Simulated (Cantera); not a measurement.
A freely propagating, adiabatic, planar premixed flame of 10.9 % CH₄, 1.75 % H₂, 17.5 % O₂, 69.9 % N₂, equivalence ratio 1.3, unburnt at 500 K and 24000 Pa; multicomponent+Soret transport, grid criteria slope 0.08 and curve 0.16, no radiation.

Model: GRI-Mech 3.0 (53 species, 325 reactions), integrated in Cantera. Burning velocities carry a grid error of a few per cent, more on coarse grids.

x: mole fraction of selected species; z is measured from the peak of heat release.

| z (mm) | T (K) | u (m/s) | x CH₄ | x H₂ | x O₂ | x CH₂CO | x O | x HO₂ |
|---|---|---|---|---|---|---|---|---|
| -4.05 | 500 | 1.00 | 0.109 | 0.0180 | 0.175 | <1e-8 | <1e-8 | 7.78e-8 |
| -2.70 | 502 | 1.01 | 0.109 | 0.0191 | 0.174 | <1e-8 | <1e-8 | 1.57e-6 |
| -2.02 | 511 | 1.03 | 0.108 | 0.0208 | 0.174 | 5.36e-8 | 2.34e-8 | 9.62e-6 |
| -1.35 | 589 | 1.19 | 0.101 | 0.0255 | 0.169 | 1.54e-6 | 5.03e-7 | 4.70e-5 |
| -0.674 | 1031 | 2.12 | 0.0697 | 0.0387 | 0.133 | 4.32e-5 | 2.31e-5 | 6.05e-5 |
| -0.337 | 1424 | 2.98 | 0.0377 | 0.0476 | 0.0900 | 0.000132 | 0.000144 | 0.000104 |
| 0 | ___ | 3.75 | ___ | 0.0512 | ___ | 0.000128 | ___ | ___ |
| 0.337 | 1922 | 4.10 | ___ | 0.0472 | ___ | ___ | ___ | ___ |
| 0.674 | 1962 | 4.19 | 9.39e-5 | 0.0434 | 0.00750 | 2.42e-6 | 0.00146 | 1.01e-6 |
| 1.35 | 1980 | 4.21 | 4.51e-7 | 0.0425 | 0.00300 | 1.93e-8 | 0.00145 | 3.52e-7 |
| 2.70 | 1994 | 4.23 | <1e-8 | 0.0435 | 0.00221 | <1e-8 | 0.00130 | 2.76e-7 |
| 5.39 | 2012 | 4.26 | <1e-8 | 0.0436 | 0.00187 | <1e-8 | 0.00111 | 2.38e-7 |
| 10.8 | 2038 | 4.31 | <1e-8 | 0.0435 | 0.00144 | <1e-8 | 0.000840 | 1.89e-7 |

**Question.** Complete the blanks.

**Answer.** 
- 0, T (K): 1765
- 0, x CH₄: 0.0102
- 0, x O₂: 0.0446
- 0, x O: 0.000574
- 0, x HO₂: 5.60e-5
- 0.337, x CH₄: 0.00125
- 0.337, x O₂: 0.0178
- 0.337, x CH₂CO: 2.80e-5
- 0.337, x O: 0.00117
- 0.337, x HO₂: 7.48e-6
